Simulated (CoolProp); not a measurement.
Vapour-liquid equilibrium of ethanol (1) + p-xylene (2) at 0.671 bar; x and y are mole fractions of (1).

The numbers come from the multi-fluid Helmholtz-energy mixture model, Schroeder 2014 and Zhou 2012; pair parameters Bell 2016 in CoolProp.

```tsv
x	bubble temperature (K)	y at the bubble point	dew temperature at overall composition x (K)	liquid density (mol/L)
0.05	365.9	0.636	394.9	7.684
0.125	[?]	0.789	392.2	8.113
0.2	347.9	0.827	389.2	8.495
0.275	346.4	0.840	386.1	8.888
0.35	345.9	0.845	382.6	9.315
0.425	345.7	0.847	378.9	9.787
0.5	345.5	0.850	374.8	10.32
0.575	345.2	0.855	370.1	10.91
0.65	344.7	0.864	364.8	11.59
0.725	344.1	0.878	358.6	12.35
0.8	343.4	[?]	[?]	13.22
0.875	342.6	0.930	344.2	14.21
0.95	341.9	0.969	342.2	15.35
```

Question: Fill in the missing entries.

Answer: 
- 0.125, bubble temperature (K): 352.2
- 0.8, y at the bubble point: 0.900
- 0.8, dew temperature at overall composition x (K): 351.0

No azeotrope shows between x = 0.05 and 0.95.

The pair parameters rest on a limited set of measurements; away from them the model extrapolates. With so large a gap from Raoult's law the liquid may split in two, which this calculation doesn't test in full.
